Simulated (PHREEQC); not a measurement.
PHREEQC input (ion-association model, wateq4f.dat):

```
SOLUTION_MASTER_SPECIES
  An  An-  0  An  62.0  # stands for a non-complexing anion
SOLUTION_SPECIES
  An- = An-
    -log_k 0
    -gamma 3.0 0
PHASES
  Fix_H+
    H+ = H+
    -log_k 0
SOLUTION 1
  temp 25
  units mmol/kgw
  pH 7 charge
  S(6) 0.14
  Cu(2) 0.14
  F 0.017
  Na 1.017
  An 1
END
SELECTED_OUTPUT 1
  -reset false
  -pH true
  -pe true
  -ionic_strength true
  -water true
  -totals Cu F Na S Cu(1) Cu(2) S(-2) S(6)
  -molalities Hfo_wOH Hfo_wOH2+ Hfo_wO- Hfo_sOH Hfo_sOH2+ Hfo_sO- Hfo_wF Hfo_wOHF- Hfo_wSO4- Hfo_wOHSO4-2
    Hfo_sOCu+ Hfo_wOCu+
  -saturation_indices Cu(OH)2 Brochantite Antlerite Mirabilite Chalcanthite CuF2:2H2O
USER_PUNCH 1
  -headings sigma psi
  10 PUNCH EDL("sigma", "Hfo"), EDL("psi", "Hfo")
PRINT
  -reset false
USE solution 1
SURFACE 1
  Hfo_wOH 0.00449438 600 2
  Hfo_sOH 0.00011236
EQUILIBRIUM_PHASES 1
  Fix_H+ -3 HAn 10
    -force_equality true
  O2(g) -0.68 10
END
# ... the last block is repeated for the other 12 points of pH, with NaOH or the acid as the point needs
```

Selected output (columns that matter, 13 of 13 rows; pH added in front):

```
pH	mu	Cu	F	Na	S	m_Hfo_wOH	si_Cu(OH)2	si_Brochantite	si_Antlerite	si_Mirabilite	si_Chalcanthite	si_CuF2:2H2O	sigma	psi
3	0.0041698	0.00013955	7.0079e-08	0.001017	4.9883e-10	0.00088696	-6.6123	-22.692	-17.669	-14.395	-10.795	-14.552	0.26832	0.21892
3.67	0.0027399	0.00013336	5.1599e-08	0.001017	8.7237e-10	0.0019024	-5.2719	-18.382	-14.7	-14.096	-10.506	-14.278	0.17647	0.20818
4.33	0.0019787	9.1613e-05	8.4044e-08	0.001017	3.4153e-09	0.0026574	-4.1016	-14.407	-11.895	-13.474	-10.042	-13.823	0.10259	0.18869
5	0.0014315	2.3864e-05	2.061e-07	0.001017	2.232e-08	0.0030611	-3.3346	-11.846	-10.101	-12.636	-9.7824	-13.567	0.053472	0.16358
5.67	0.0011899	1.9397e-06	6.6754e-07	0.001017	2.4647e-07	0.0032049	-3.0817	-11.124	-9.6322	-11.582	-9.8188	-13.62	0.026475	0.13242
6.33	0.0011008	1.2091e-07	2.3107e-06	0.001017	3.5363e-06	0.0032571	-3.0034	-10.971	-9.5578	-10.421	-9.9011	-13.78	0.012776	0.097839
7	0.0010945	1.6806e-08	6.5544e-06	0.001017	4.0805e-05	0.0033142	-2.9405	-10.997	-9.6467	-9.3591	-10.116	-14.15	0.0059429	0.062271
7.67	0.0013571	1.2999e-08	1.2019e-05	0.0012228	0.00012036	0.0033843	-2.8617	-11.559	-10.288	-8.7402	-10.914	-14.889	0.0024442	0.027697
8.33	0.0014375	1.3551e-08	1.5491e-05	0.0013054	0.00013875	0.0033948	-2.8294	-12.691	-11.451	-8.6249	-12.143	-15.957	-0.00081773	-0.0093936
9	0.0014752	1.4238e-08	1.6638e-05	0.0013668	0.00013994	0.0033899	-2.8067	-13.937	-12.72	-8.5827	-13.457	-17.213	-0.0048133	-0.047722
9.67	0.001557	1.5525e-08	1.6915e-05	0.0014916	0.00014	0.003375	-2.769	-15.128	-13.949	-8.5097	-14.761	-18.502	-0.01172	-0.085239
10.33	0.0018188	1.8556e-08	1.6979e-05	0.0018404	0.00014	0.0033293	-2.6919	-16.146	-15.044	-8.3364	-16.011	-19.744	-0.025647	-0.12007
11	0.0028572	2.8493e-08	1.6994e-05	0.0030823	0.00014	0.0031526	-2.5078	-16.771	-15.853	-7.9192	-17.188	-20.91	-0.058168	-0.15021
```

The database's constant for dissolved Cu(OH)2 is higher than later reviews accept. The oxide is taken as insoluble; below pH 4 it would dissolve.
